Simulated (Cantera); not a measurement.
A perfectly stirred reactor is fed with CH4 : CO2 : H2 = 1 : 0.6 : 0.076 (molar parts), at 4650 Torr; it is held at 1750 K, and followed from long to short residence time.

Model: GRI-Mech 3.0 (53 species, 325 reactions), integrated in Cantera. GRI-Mech 3.0 stops at C3 and has no aromatics, soot or wall deposition, so with more carbon than oxygen in the feed, carbon stays in small species such as C2H2 where larger ones or solid carbon would form.

Q: What does this change do: temperature 1750 to 2100 K?

A: 
| quantity | before | after |
|---|---|---|
| x(CH4) at τ = 0.340 s | 0.0552 | 0.00665 |
| x(CO2) at τ = 0.340 s | 0.0160 | 0.000458 |
| x(H2) at τ = 0.340 s | 0.454 | 0.562 |
| x(C2H2) at τ = 0.340 s | 0.0783 | 0.0592 |
| x(OH) at τ = 0.340 s | 5.71e-7 | 6.19e-7 |
| x(CH4) at τ = 46.0 ms | 0.0863 | 0.0112 |
| x(CO2) at τ = 46.0 ms | 0.0444 | 0.00274 |
| x(H2) at τ = 46.0 ms | 0.365 | 0.544 |
| x(C2H2) at τ = 46.0 ms | 0.116 | 0.0667 |
| x(OH) at τ = 46.0 ms | 1.19e-6 | 3.64e-6 |

Q: What does this change do: temperature 1750 to 1548 K?

A: 
```tsv
quantity	before	after
x(CH4) at τ = 0.340 s	0.0552	0.192
x(CO2) at τ = 0.340 s	0.0160	0.0972
x(H2) at τ = 0.340 s	0.454	0.250
x(C2H2) at τ = 0.340 s	0.0783	0.0913
x(OH) at τ = 0.340 s	5.71e-7	1.12e-7
x(CH4) at τ = 46.0 ms	0.0863	0.367
x(CO2) at τ = 46.0 ms	0.0444	0.247
x(H2) at τ = 46.0 ms	0.365	0.185
x(C2H2) at τ = 46.0 ms	0.116	0.0572
x(OH) at τ = 46.0 ms	1.19e-6	4.69e-8
```
